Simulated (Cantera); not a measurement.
Input: 1 mol Si₂Cl₆, 0.69 mol Cl₂, 510 mol H₂, equilibrated at 1200 Torr.

Equilibrium computed with Cantera from the NASA thermochemical tables; the gas is ideal and each condensed phase is pure. Candidate condensed phases: Si; 19 gas species. The feed counts by its element totals alone. The numbers say what is thermodynamically allowed, not how fast it happens.

Over these rows the condensed part is Si(s). Partial pressures as log10 of bar:

| T (K) | 1000/T (1/K) | log p SiH₂Cl₂ | log p H₂ | log p HCl |
|---|---|---|---|---|
| 1125 | 0.8889 | -3.25 | 0.20 | -1.93 |
| 1225 | 0.8163 | -3.45 | 0.20 | -1.77 |
| 1325 | 0.7547 | -3.75 | 0.20 | -1.70 |
| 1425 | 0.7018 | -4.09 | 0.20 | -1.68 |
| 1525 | 0.6557 | -4.40 | 0.20 | -1.68 |
| 1625 | 0.6154 | ? | 0.20 | -1.68 |

Task: Fit log p(SiH₂Cl₂) = a + b·(1000/T) to the five rows, give the apparent enthalpy, and predict the row at 1625 K.

Result: Means: 1000/T = 0.7635, log p = -3.788. Sxy = 0.169584, Sxx = 0.0340182, so b = 4.99 and a = -3.788 − (4.99)×0.7635 = -7.60.
Apparent enthalpy: −19.145 × (4.99) = -96 kJ/mol. With the condensed phases at unit activity, Si(s) + 2 HCl(g) = SiH₂Cl₂(g) links this pressure to the main gases: over the six rows their terms move log p by +0.50 in all, so the slope isn't that reaction's ΔH° alone. The five rows lie within 0.09 of the line.
Prediction at 1625 K: -7.60 + (4.99)×0.6154 = -4.53. The computed value is -4.69, 0.16 from the line.
